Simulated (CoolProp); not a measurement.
Vapour-liquid equilibrium of CH2F2 (R32) (1) + dimethyl ether (2) at 310.2 K; x and y are mole fractions of (1).

The numbers come from the multi-fluid Helmholtz-energy mixture model, Tillner-Roth 1997 and Wu 2011; pair parameters Bell 2016 in CoolProp.

```
x      bubble pressure, mixture model (MPa)  bubble pressure, Raoult's law (MPa)  y, mixture model  y, Raoult's law
-----  ------------------------------------  -----------------------------------  ----------------  ---------------
0.05                                 0.8816                               0.8976             0.102            0.128
0.125                                     …                                1.009             0.238            0.286
0.2                                   1.074                                1.120             0.356            0.412
0.275                                 1.179                                1.231             0.458            0.515
0.35                                      …                                1.342             0.546            0.601
0.425                                 1.399                                1.453             0.622            0.674
0.5                                       …                                1.564                 …            0.737
0.575                                 1.628                                1.675             0.747            0.791
0.65                                  1.743                                1.786             0.800            0.839
0.725                                 1.860                                1.897             0.847            0.881
0.8                                   1.979                                2.009                 …            0.918
0.875                                     …                                2.120                 …            0.951
0.95                                  2.221                                2.231                 …            0.982
```

Task: Complete the blanks.

Result: 
- 0.125, bubble pressure, mixture model (MPa): 0.9749
- 0.35, bubble pressure, mixture model (MPa): 1.288
- 0.5, bubble pressure, mixture model (MPa): 1.513
- 0.5, y, mixture model: 0.688
- 0.8, y, mixture model: 0.891
- 0.875, bubble pressure, mixture model (MPa): 2.099
- 0.875, y, mixture model: 0.933
- 0.95, y, mixture model: 0.973

The largest gap from Raoult's law is -4.2 % in bubble pressure, at x = 0.275. No azeotrope shows between x = 0.05 and 0.95.

Pair parameters are fitted to limited data, so mixtures are less certain than the pure fluids.
